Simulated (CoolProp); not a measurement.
Vapour-liquid equilibrium of carbon dioxide (1) + neopentane (2) at 279 K; x and y are mole fractions of (1).

Computed with CoolProp (multi-fluid Helmholtz-energy mixture model, Span 1996 and Lemmon 2006; pair parameters Bell 2016).

```tsv
x	bubble pressure, mixture model (MPa)	bubble pressure, Raoult's law (MPa)	y, mixture model	y, Raoult's law
0.05	0.3299	0.2870	0.727	0.707
0.2	1.073	0.8822	0.913	0.920
0.35	1.720	1.477	0.944	0.961
0.5	2.220	2.073	0.957	0.979
0.65	2.643	2.668	0.966	0.988
0.8	3.116	3.263	0.976	0.995
0.95	3.775	3.858	0.992	0.999
```

The largest gap from Raoult's law is +21.6 % in bubble pressure, at x = 0.2. No azeotrope shows between x = 0.05 and 0.95.

The pair parameters rest on a limited set of measurements; away from them the model extrapolates. The gap from Raoult's law changes sign with composition, which may be real or a fault of the pair parameters; it wasn't checked against measurements.
